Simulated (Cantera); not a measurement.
Charge: 1 mol BN, 0.48 mol H₂O, 0.64 mol N₂.

These are equilibrium values from Cantera (NASA tables, ideal gas, pure condensed phases), not measurements of a reactor. Candidate condensed phases: B, BN, B₂O₃, B₃O₃H₃, H₂O; 39 gas species. Mutual solubility and eutectic melting of coexisting phases are not modelled. Gases not in the tables: H₃BO₃. Kinetics and transport are ignored.

**Question.** What condenses at these points (T in K, P in Pa): (1875, 1); (1775, 100000); (1475, 3700); (1175, 720); (1875, 27)?

**Answer.** 
```
T (K)  P in Pa  condensed phases  B condensed (%)
-----  -------  ----------------  ---------------
1875         1                 B             51.3
1775    100000         BN + B₂O₃             97.8
1475      3700         BN + B₂O₃             99.5
1175       720         BN + B₂O₃            100.0
1875        27                BN             52.3
```
